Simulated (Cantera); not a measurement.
Input (Python, Cantera) and output of one run.

```python
import numpy as np
import cantera as ct

gas_names = """
    S2 H2 H2S
""".split()
cond_names = """
    Ni(cr) Ni(L) Ni3S4(s) Ca(a) Ca(b) Ca(L) CaS(s) Na(cr) Na(L) Na2S(1) Na2S(2) Na2S(L) Ba(cr) Ba(L)
    BaS(s)
""".split()


def load(file, names, dense=False):
    # The tables refer to 1 bar. Condensed volumes are neglected.
    table = {s.name: s for s in ct.Species.list_from_file(file)}
    out = []
    for n in names:
        d = dict(table[n].input_data)
        d["thermo"] = dict(d["thermo"], **{"reference-pressure": 1e5})
        if dense:
            d["equation-of-state"] = {"model": "constant-volume", "density": "1e6 g/cm^3"}
        out.append(ct.Species.from_dict(d))
    return out


species = {s.name: s for s in load("nasa_gas.yaml", gas_names) + load("nasa_condensed.yaml", cond_names)}
# Each term lists the table entries of one substance; the one whose range holds T is used.
reactions = {
    '1.5 Ni + S2(g) = 0.5 Ni3S4':
        [(-1.5, ['Ni(cr)', 'Ni(L)']), (-1, ['S2']), (0.5, ['Ni3S4(s)'])],
    '2 Ca + S2(g) = 2 CaS':
        [(-2, ['Ca(a)', 'Ca(b)', 'Ca(L)']), (-1, ['S2']), (2, ['CaS(s)'])],
    '2 H2(g) + S2(g) = 2 H2S(g)':
        [(-2, ['H2']), (-1, ['S2']), (2, ['H2S'])],
    '4 Na + S2(g) = 2 Na2S':
        [(-4, ['Na(cr)', 'Na(L)']), (-1, ['S2']), (2, ['Na2S(1)', 'Na2S(2)', 'Na2S(L)'])],
    '2 Ba + S2(g) = 2 BaS':
        [(-2, ['Ba(cr)', 'Ba(L)']), (-1, ['S2']), (2, ['BaS(s)'])],
}


def pick(names, T):
    return next(species[n] for n in names if species[n].thermo.min_temp <= T <= species[n].thermo.max_temp)


results = []
for label, terms in reactions.items():
    print(label)
    print("     T/K   dH/kJ  dS/(J/K)   dG/kJ   log10 K")
    for T in [300, 423, 448, 473, 498, 523, 548, 573, 598]:
        used = [(nu, pick(names, T)) for nu, names in terms]
        dH = sum(nu * s.thermo.h(T) for nu, s in used) / 1e6
        dS = sum(nu * s.thermo.s(T) for nu, s in used) / 1e3
        dG = dH - T * dS / 1e3
        logK = -dG * 1e6 / (ct.gas_constant * T * np.log(10))
        results.append((label, T, dH, dS, dG, logK, [s.name for _, s in used]))
        print(f"{T:8g} {dH:8.1f} {dS:8.1f} {dG:8.1f} {logK:8.2f}")
```

Output:

```
1.5 Ni + S2(g) = 0.5 Ni3S4
     T/K   dH/kJ  dS/(J/K)   dG/kJ   log10 K
     300   -278.9   -179.8   -225.0    39.18
     423   -277.5   -175.8   -203.1    25.08
     448   -277.1   -175.0   -198.8    23.17
     473   -276.8   -174.2   -194.4    21.47
     498   -276.4   -173.4   -190.0    19.93
     523   -276.0   -172.6   -185.7    18.55
     548   -275.6   -171.8   -181.4    17.29
     573   -275.1   -171.1   -177.1    16.15
     598   -274.8   -170.4   -172.9    15.10
2 Ca + S2(g) = 2 CaS
     T/K   dH/kJ  dS/(J/K)   dG/kJ   log10 K
     300  -1074.8   -200.1  -1014.8   176.69
     423  -1073.5   -196.5   -990.4   122.30
     448  -1073.3   -195.9   -985.5   114.90
     473  -1073.1   -195.4   -980.6   108.29
     498  -1072.8   -195.0   -975.7   102.34
     523  -1072.6   -194.6   -970.9    96.96
     548  -1072.4   -194.2   -966.0    92.08
     573  -1072.3   -193.9   -961.2    87.62
     598  -1072.1   -193.6   -956.3    83.53
2 H2(g) + S2(g) = 2 H2S(g)
     T/K   dH/kJ  dS/(J/K)   dG/kJ   log10 K
     300   -169.4    -78.3   -146.0    25.41
     423   -172.1    -85.7   -135.9    16.78
     448   -172.6    -86.9   -133.7    15.59
     473   -173.1    -88.0   -131.5    14.52
     498   -173.6    -89.0   -129.3    13.56
     523   -174.1    -90.0   -127.1    12.69
     548   -174.6    -90.8   -124.8    11.90
     573   -175.0    -91.6   -122.5    11.17
     598   -175.4    -92.3   -120.2    10.50
4 Na + S2(g) = 2 Na2S
     T/K   dH/kJ  dS/(J/K)   dG/kJ   log10 K
     300   -860.6   -240.9   -788.3   137.25
     423   -869.5   -264.6   -757.5    93.54
     448   -869.2   -264.0   -750.9    87.55
     473   -868.9   -263.4   -744.3    82.20
     498   -868.6   -262.7   -737.8    77.38
     523   -868.2   -262.0   -731.2    73.03
     548   -867.8   -261.2   -724.7    69.07
     573   -867.4   -260.5   -718.1    65.46
     598   -866.9   -259.7   -711.6    62.16
2 Ba + S2(g) = 2 BaS
     T/K   dH/kJ  dS/(J/K)   dG/kJ   log10 K
     300  -1055.6   -196.2   -996.7   173.54
     423  -1054.5   -193.0   -972.8   120.13
     448  -1054.2   -192.5   -968.0   112.86
     473  -1054.1   -192.1   -963.2   106.37
     498  -1053.9   -191.7   -958.4   100.52
     523  -1053.7   -191.4   -953.6    95.24
     548  -1053.5   -191.0   -948.8    90.44
     573  -1053.3   -190.7   -944.0    86.06
     598  -1053.2   -190.5   -939.3    82.04
```

Standard-state values (1 bar) from the NASA 1993 polynomials, evaluated with Cantera. Condensed species are held in their standard states even where they would react or evaporate.
